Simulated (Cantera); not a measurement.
Input (Python, Cantera):

```python
import numpy as np
import cantera as ct

gas = ct.Solution("h2o2.yaml")
gas.TPX = 375, 13332, {'H2': 1, 'O2': 0.385, 'N2': 1.81}
flame = ct.FreeFlame(gas, width=0.16)
flame.set_refine_criteria(ratio=3, slope=0.08, curve=0.16)
flame.transport_model = "mixture-averaged"
flame.solve(loglevel=0, auto=True)
z, T = flame.grid, flame.T
thick = (T[-1] - T[0]) / np.gradient(T, z).max()
show = ['H2', 'O2', 'OH', 'H2O2', 'O', 'H']
print(f"laminar burning velocity  {flame.velocity[0] * 100:.3f} cm/s")
print(f"burnt temperature         {T[-1]:.1f} K")
print(f"thermal thickness         {thick * 1e3:.4f} mm")
print(f"grid points               {len(z)}")
z0 = z[flame.heat_release_rate.argmax()]
print(f"{'z/mm':>9s}{'T/K':>9s}{'u/(m/s)':>9s}" + "".join(f"{s:>11s}" for s in show))
rows = []
for k in (-3, -2, -1.5, -1, -0.5, -0.25, 0, 0.25, 0.5, 1, 2, 4, 8):
    zz = z0 + k * thick
    rows.append([k * thick, np.interp(zz, z, T), np.interp(zz, z, flame.velocity),
                 *(np.interp(zz, z, flame.X[gas.species_index(s)]) for s in show)])
    print(f"{rows[-1][0] * 1e3:9.3f}{rows[-1][1]:9.1f}{rows[-1][2]:9.3f}" + "".join(f"{x:11.3e}" for x in rows[-1][3:]))
```

Result:

```
laminar burning velocity  262.825 cm/s
burnt temperature         2170.0 K
thermal thickness         5.7921 mm
grid points               137
     z/mm      T/K  u/(m/s)         H2         O2         OH       H2O2          O          H
  -17.376    375.0    2.628  3.130e-01  1.205e-01  3.418e-19 -2.240e-17  7.328e-17  4.441e-19
  -11.584    375.0    2.628  3.130e-01  1.205e-01  7.042e-17  1.160e-15  1.510e-14  9.940e-17
   -8.688    375.0    2.628  3.130e-01  1.205e-01  1.583e-15  3.766e-14  3.394e-13  2.925e-15
   -5.792    375.0    2.628  3.130e-01  1.205e-01  4.314e-13  2.315e-11  7.876e-11  1.692e-11
   -2.896    378.5    2.648  3.117e-01  1.207e-01  6.016e-06  1.555e-06  7.437e-07  1.128e-05
   -1.448    576.5    3.960  2.848e-01  1.161e-01  5.450e-04  1.626e-05  9.340e-05  5.449e-03
    0.000   1012.2    6.737  1.725e-01  7.863e-02  1.529e-03  3.659e-07  3.755e-03  5.032e-02
    1.448   1288.0    8.481  7.635e-02  2.141e-02  4.346e-03  4.847e-07  7.101e-03  8.410e-02
    2.896   1399.3    9.158  6.523e-02  1.165e-02  5.668e-03  4.513e-07  6.637e-03  8.112e-02
    5.792   1517.5    9.855  6.846e-02  9.413e-03  6.978e-03  3.434e-07  6.060e-03  6.905e-02
   11.584   1647.8   10.603  7.222e-02  7.463e-03  8.073e-03  2.042e-07  5.051e-03  5.531e-02
   23.169   1778.9   11.334  7.481e-02  5.402e-03  8.546e-03  1.072e-07  3.744e-03  4.201e-02
   46.337   1901.6   12.000  7.631e-02  3.456e-03  8.120e-03  5.480e-08  2.403e-03  3.006e-02
```

Computed with Cantera and the H2/O2 subset of GRI-Mech 3.0, which has no nitrogen chemistry. Burning velocities carry a grid error of a few per cent, more on coarse grids.
